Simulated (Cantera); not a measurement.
Feed: 1 mol V₂O₃, 320 mol H₂, at 18.8 Torr.

Equilibrium computed with Cantera from the NASA thermochemical tables; the gas is ideal and each condensed phase is pure. Candidate condensed phases: H₂O, V, VO, V₂O₃, V₂O₄, V₂O₅; 12 gas species. Mutual solubility and eutectic melting of coexisting phases are not modelled. VO: taken at fixed stoichiometry. Condensed phases not in the tables: the oxides between V₂O₃ and V₂O₅ other than VO₂. Kinetics and transport are ignored.

x: gas mole fraction; n: condensed amount in mol.

```tsv
T (°C)	x H₂	x H	x H₂O	x VO	n VO(s)	n V₂O₃(s)	n VO(l)
450	1.00	<1e-12	3.99e-7	<1e-12	0.000256	1.000	0
600	1.000	2.96e-10	8.56e-6	<1e-12	0.00548	0.997	0
750	1.000	2.62e-8	7.28e-5	<1e-12	0.0466	0.977	0
900	1.000	7.46e-7	0.000354	<1e-12	0.226	[?]	0
1050	0.999	1.00e-5	0.00119	6.88e-12	0.763	[?]	0
1200	0.997	7.99e-5	0.00312	9.73e-10	2.00	[?]	0
1350	0.996	0.000436	0.00312	5.32e-8	2.00	0	0
1500	0.995	0.00179	0.00312	1.43e-6	2.00	0	0
1650	0.991	0.00593	0.00310	2.24e-5	1.99	0	0
1800	0.980	0.0165	0.00300	0.000227	0	0	1.87
1950	0.955	0.0396	0.00295	0.00135	0	0	1.25
```

Q: Some entries are withheld; supply them.

A: 
- 900, n V₂O₃(s): 0.887
- 1050, n V₂O₃(s): 0.618
- 1200, n V₂O₃(s): 0.000722
